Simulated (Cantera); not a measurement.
## Boron, boron nitride and boron oxide: BCl3 + H2O + H2 + N2

Feed: 1 mol BCl3, 3.2 mol H2O, 50 mol H2, 0.29 mol N2, held at 13.3 mbar.

Method: chemical equilibrium by Gibbs-energy minimisation in Cantera with the NASA 1993 tables (ideal gas, pure condensed phases). Candidate condensed phases: B, BN, B2O3, B3O3H3, H2O, NH4Cl; 49 gas species. The tables' values for BOCl are old estimates; treat these amounts as uncertain. Gases not in the tables: H3BO3. Rates play no part.

From 677 °C to 1127 °C the condensed part is B2O3(l). From 1277 °C to 1727 °C nothing is condensed.

```
T (°C)   x H2   x HCl   x H2O    x HBO2       x H  n B2O3(l)
------  -----  ------  ------  --------  --------  ---------
677     0.909  0.0546  0.0309   1.32e-5   4.59e-9      0.498
827     0.909  0.0545  0.0308  0.000265   2.14e-7      0.492
977     0.908  0.0545  0.0296   0.00245   3.99e-6      0.432
1127    0.903  0.0542  0.0244    0.0127   4.00e-5      0.136
1277    0.900  0.0540  0.0227    0.0165  0.000259          0
1427    0.899  0.0539  0.0233    0.0157   0.00121          0
1577    0.895  0.0536  0.0242    0.0146   0.00441          0
1727    0.885  0.0529  0.0254    0.0132    0.0133          0
```
x: gas mole fraction; n: condensed amount in mol.
